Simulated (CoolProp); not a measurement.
Values from CoolProp's reference Helmholtz-energy equation of state, Lemmon 2006. It is a short technical equation, of lower accuracy than the large ones.

Task: For nitrous oxide, give the phase and the cv (kJ/(kg K)), Joule-Thomson coefficient (K/MPa) at -12.65 °C and 4.27 bar; 37.05 °C and 0.298 bar; -42.65 °C and 2.8 bar.

Result: 
- -12.65 °C and 4.27 bar: gas; cv 0.664, Joule-Thomson coefficient 15.3
- 37.05 °C and 0.298 bar: gas; cv 0.700, Joule-Thomson coefficient 9.93
- -42.65 °C and 2.8 bar: gas; cv 0.633, Joule-Thomson coefficient 21.2
